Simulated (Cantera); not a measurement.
A closed system holds: 1 mol Fe₂O₃, 0.39 mol O₂, 8.7 mol H₂O, equilibrated at 3.10 bar.

Equilibrium computed with Cantera from the NASA thermochemical tables; the gas is ideal and each condensed phase is pure. Candidate condensed phases: Fe, FeO, Fe(OH)₂, Fe(OH)₃, Fe₂O₃, Fe₃O₄, H₂O; 12 gas species. Mutual solubility and eutectic melting of coexisting phases are not modelled. Rates play no part.

log p: log10 of the partial pressure in bar; n: condensed amount in mol.

| T (°C) | log p H₂O | log p O₂ | log p OH | log p H₂ | n Fe₂O₃(s) | n Fe₃O₄(s) |
|---|---|---|---|---|---|---|
| 1302 | 0.47 | -0.88 | -3.15 | -4.40 | 1.000 | 0 |
| 1327 | 0.47 | -0.88 | -3.07 | -4.27 | 1.000 | 0 |
| 1352 | 0.47 | -0.88 | ? | ? | 1.000 | 0 |
| 1377 | 0.47 | -0.80 | -2.89 | -4.06 | 0.530 | 0.314 |
| 1402 | 0.46 | -0.73 | -2.80 | -3.98 | 0 | 0.667 |
| 1427 | 0.46 | -0.73 | -2.72 | -3.87 | 0 | 0.667 |
| 1452 | 0.46 | -0.73 | ? | ? | 0 | 0.667 |
| 1477 | 0.46 | -0.73 | -2.58 | -3.65 | 0 | 0.667 |
| 1502 | 0.46 | -0.73 | -2.51 | -3.54 | 0 | 0.667 |
| 1527 | 0.46 | -0.73 | -2.44 | -3.44 | 0 | 0.667 |

What belongs in the gaps?


- 1452, log p OH: -2.65
- 1452, log p H₂: -3.76
- 1352, log p OH: -2.98
- 1352, log p H₂: -4.14
